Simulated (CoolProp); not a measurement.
n-hexane along the isotherm 522.6 K: Z from the reference equation and from simpler models built on Tc = 507.8 K, pc = 3044 kPa, ω = 0.300; each cubic takes its own stable root.

Model: reference Helmholtz-energy equation of state, Thol 2019, in CoolProp.

```
p (kPa)  phase   reference  van der Waals  Peng-Robinson
-------  -----  ----------  -------------  -------------
190        gas      0.9800         0.9825         0.9782
381        gas      0.9593         0.9643         0.9559
571        gas      0.9382     (withheld)     (withheld)
761        gas      0.9165     (withheld)         0.9099
951        gas      0.8941         0.9064         0.8862
1140       gas      0.8711         0.8857         0.8619
1330       gas  (withheld)     (withheld)     (withheld)
1520       gas      0.8221     (withheld)     (withheld)
```

Q: What belongs in the gaps?

A: 
- 571, van der Waals: 0.9457
- 571, Peng-Robinson: 0.9332
- 761, van der Waals: 0.9264
- 1330, reference: 0.8471
- 1330, van der Waals: 0.8640
- 1330, Peng-Robinson: 0.8367
- 1520, van der Waals: 0.8413
- 1520, Peng-Robinson: 0.8108
